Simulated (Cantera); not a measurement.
Transport properties of process gases

Gas mixture: NH₃ = 0.22 (molar parts), at 0.000286 atm, frozen composition.

Cantera's kinetic-theory transport with the Lennard-Jones parameters of GRI-Mech 3.0, ideal gas; thermal conductivity in the mixture-averaged form. Polar gases are described roughly by these parameters. The composition is frozen, though it would react at the higher temperatures.

```csv
T (K),ρ (kg/m³),cp (J/kg/K),μ (µPa s),λ (mW/m/K),Pr,D (cm²/s) H,D (cm²/s) NO,D (cm²/s) OH
400,0.000149,2269,13.9,44.3,0.713,7230,1320,2080
550,0.000108,2565,19.2,68.6,0.717,13100,2370,3690
700,8.49e-5,2844,24.3,95.8,0.721,20300,3640,5640
850,6.99e-5,3087,29.1,125,0.721,28600,5120,7900
1000,5.94e-5,3319,33.6,154,0.725,38100,6780,10400
1150,5.17e-5,3518,37.9,184,0.726,48400,8610,13200
1300,4.57e-5,3695,42.0,213,0.728,59800,10600,16300
1450,4.10e-5,3852,45.9,243,0.729,72000,12800,19600
1600,3.71e-5,3990,49.6,271,0.730,85100,15100,23100
```
D: mixture-averaged diffusion coefficient of that species in the mixture.
